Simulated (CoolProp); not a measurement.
Sulfur dioxide at 441.16 K and 3.16 MPa is throttled through a valve to 1.22 MPa with no heat exchange. Each further row changes one setting.

The numbers come from the reference Helmholtz-energy equation of state, Gao 2016 in CoolProp.

| case | temperature change (K) | final density (kg/m³) |
|---|---|---|
| as stated | -24.5 | 24.1 |
| outlet pressure 0.366 MPa | … | 7.11 |
| outlet pressure 1.59 MPa | … | … |

Q: What belongs in the gaps?

A: 
- outlet pressure 0.366 MPa, temperature change (K): -36.6
- outlet pressure 1.59 MPa, temperature change (K): -19.5
- outlet pressure 1.59 MPa, final density (kg/m³): 31.6
